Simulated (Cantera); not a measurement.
Charge: 1 mol C2H4, a varied amount of H2, 12 mol N2, at 673.15 K and 2.90 mbar.

Method: chemical equilibrium by Gibbs-energy minimisation in Cantera with the NASA 1993 tables (ideal gas, pure condensed phases). Candidate condensed phases: C, C6H6, C7H8, C8H18; 92 gas species. Equilibrium is a limit: real reactors are often held back by kinetics, nucleation or transport.

Q: What share of the C ends up in condensed phases as a function of n(H2) (mol), at 12, 22, 32, 43, 53, 63, 73, 83?

A: 
```json
[
 {"n(H2) (mol)": "12", "C condensed (%)": "84.6", "as": "C(graphite)"},
 {"n(H2) (mol)": "22", "C condensed (%)": "67.8", "as": "C(graphite)"},
 {"n(H2) (mol)": "32", "C condensed (%)": "49.8", "as": "C(graphite)"},
 {"n(H2) (mol)": "43", "C condensed (%)": "29.4", "as": "C(graphite)"},
 {"n(H2) (mol)": "53", "C condensed (%)": "10.6", "as": "C(graphite)"},
 {"n(H2) (mol)": "63", "C condensed (%)": "0.0", "as": "-"},
 {"n(H2) (mol)": "73", "C condensed (%)": "0.0", "as": "-"},
 {"n(H2) (mol)": "83", "C condensed (%)": "0.0", "as": "-"}
]
```
